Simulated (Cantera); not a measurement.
## Catalytic stagnation flow on Pt

A jet of H₂ : O₂ : N₂ = 0.017 : 0.099 : 0.79 (molar parts), equivalence ratio 0.086 at 300 K and 17.3 Torr hits a platinum plate 5.5 cm away at a mass flux of 0.03 kg/m²/s; the plate temperature is set and raised in steps from an oxygen-covered start.

Model: Deutschmann's 1995 Pt surface mechanism with GRI-Mech 3.0 gas chemistry, integrated in Cantera. Catalytic surfaces can have several steady states; this one follows from the mechanism file's or the stated starting coverage.

```json
[
 {"plate T (K)": "500", "wall x H₂": "0.00368", "wall x O₂": "0.0931", "wall x H₂O": "0.0296", "wall x OH": "<1e-8", "θ free Pt": "0.0579", "θ O*": "0.934", "θ OH*": "0.00794"},
 {"plate T (K)": "550", "wall x H₂": "0.00367", "wall x O₂": "0.0931", "wall x H₂O": "0.0294", "wall x OH": "<1e-8", "θ free Pt": "0.0613", "θ O*": "0.934", "θ OH*": "0.00453"},
 {"plate T (K)": "600", "wall x H₂": "0.00366", "wall x O₂": "0.0932", "wall x H₂O": "0.0292", "wall x OH": "<1e-8", "θ free Pt": "0.0646", "θ O*": "0.933", "θ OH*": "0.00282"},
 {"plate T (K)": "650", "wall x H₂": "0.00361", "wall x O₂": "0.0932", "wall x H₂O": "0.0291", "wall x OH": "<1e-8", "θ free Pt": "0.0688", "θ O*": "0.929", "θ OH*": "0.00189"},
 {"plate T (K)": "700", "wall x H₂": "0.00334", "wall x O₂": "0.0929", "wall x H₂O": "0.0295", "wall x OH": "<1e-8", "θ free Pt": "0.0789", "θ O*": "0.920", "θ OH*": "0.00141"},
 {"plate T (K)": "750", "wall x H₂": "0.00270", "wall x O₂": "0.0923", "wall x H₂O": "0.0305", "wall x OH": "<1e-8", "θ free Pt": "0.106", "θ O*": "0.893", "θ OH*": "0.00118"},
 {"plate T (K)": "800", "wall x H₂": "0.00202", "wall x O₂": "0.0916", "wall x H₂O": "0.0316", "wall x OH": "<1e-8", "θ free Pt": "0.153", "θ O*": "0.845", "θ OH*": "0.00105"},
 {"plate T (K)": "850", "wall x H₂": "0.00153", "wall x O₂": "0.0912", "wall x H₂O": "0.0324", "wall x OH": "1.94e-8", "θ free Pt": "0.215", "θ O*": "0.784", "θ OH*": "0.000942"}
]
```
x: mole fraction at the wall; θ: surface coverage.
